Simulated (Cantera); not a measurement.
A perfectly stirred reactor is fed with 50.0 % NO, 50.0 % N2, at 0.0830 bar; it is held at 1973 K, and followed from long to short residence time.

Detailed kinetics in Cantera: GRI-Mech 3.0 (53 species, 325 reactions).

Problem. Predict: x(NO) at τ = 1.40 s; x(N2O) at τ = 1.40 s; x(O) at τ = 1.40 s; x(N2) at τ = 1.40 s; x(NO2) at τ = 1.40 s; x(NO) at τ = 14.0 ms; x(N2O) at τ = 14.0 ms; x(O) at τ = 14.0 ms; x(N2) at τ = 14.0 ms; x(NO2) at τ = 14.0 ms.

Solution. 
```json
{
 "x(NO) at τ = 1.40 s": "0.410",
 "x(N2O) at τ = 1.40 s": "6.35e-5",
 "x(O) at τ = 1.40 s": "0.000447",
 "x(N2) at τ = 1.40 s": "0.545",
 "x(NO2) at τ = 1.40 s": "9.92e-5",
 "x(NO) at τ = 14.0 ms": "0.499",
 "x(N2O) at τ = 14.0 ms": "7.73e-5",
 "x(O) at τ = 14.0 ms": "0.000148",
 "x(N2) at τ = 14.0 ms": "0.500",
 "x(NO2) at τ = 14.0 ms": "3.26e-5"
}
```
